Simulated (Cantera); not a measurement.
A Cantera script and what it prints.

```python
import numpy as np
import cantera as ct

gas_names = """
    OH H2O NH3 ZrO2
""".split()
cond_names = """
    ZrN(s) ZrN(L)
""".split()


def load(file, names, dense=False):
    # The tables refer to 1 bar. Condensed volumes are neglected.
    table = {s.name: s for s in ct.Species.list_from_file(file)}
    out = []
    for n in names:
        d = dict(table[n].input_data)
        d["thermo"] = dict(d["thermo"], **{"reference-pressure": 1e5})
        if dense:
            d["equation-of-state"] = {"model": "constant-volume", "density": "1e6 g/cm^3"}
        out.append(ct.Species.from_dict(d))
    return out


species = {s.name: s for s in load("nasa_gas.yaml", gas_names) + load("nasa_condensed.yaml", cond_names)}
# Each term lists the table entries of one substance; the one whose range holds T is used.
reactions = {
    'ZrN + OH(g) + H2O(g) = NH3(g) + ZrO2(g)':
        [(-1, ['ZrN(s)', 'ZrN(L)']), (-1, ['OH']), (-1, ['H2O']), (1, ['NH3']), (1, ['ZrO2'])],
}


def pick(names, T):
    return next(species[n] for n in names if species[n].thermo.min_temp <= T <= species[n].thermo.max_temp)


results = []
for label, terms in reactions.items():
    print(label)
    print("     T/K   dH/kJ  dS/(J/K)   dG/kJ   log10 K")
    for T in [1825, 1875, 1925, 1975, 2025, 2075, 2125, 2175]:
        used = [(nu, pick(names, T)) for nu, names in terms]
        dH = sum(nu * s.thermo.h(T) for nu, s in used) / 1e6
        dS = sum(nu * s.thermo.s(T) for nu, s in used) / 1e3
        dG = dH - T * dS / 1e3
        logK = -dG * 1e6 / (ct.gas_constant * T * np.log(10))
        results.append((label, T, dH, dS, dG, logK, [s.name for _, s in used]))
        print(f"{T:8g} {dH:8.1f} {dS:8.1f} {dG:8.1f} {logK:8.2f}")
```

Output:

```
ZrN + OH(g) + H2O(g) = NH3(g) + ZrO2(g)
     T/K   dH/kJ  dS/(J/K)   dG/kJ   log10 K
    1825    213.1     26.2    165.2    -4.73
    1875    212.3     25.8    163.9    -4.57
    1925    211.5     25.4    162.7    -4.41
    1975    210.7     25.0    161.4    -4.27
    2025    209.9     24.5    160.2    -4.13
    2075    209.0     24.1    158.9    -4.00
    2125    208.1     23.7    157.7    -3.88
    2175    207.2     23.3    156.6    -3.76
```

Standard-state values (1 bar) from the NASA 1993 polynomials, evaluated with Cantera. ZrN: taken at fixed stoichiometry. Condensed species are held in their standard states even where they would react or evaporate.
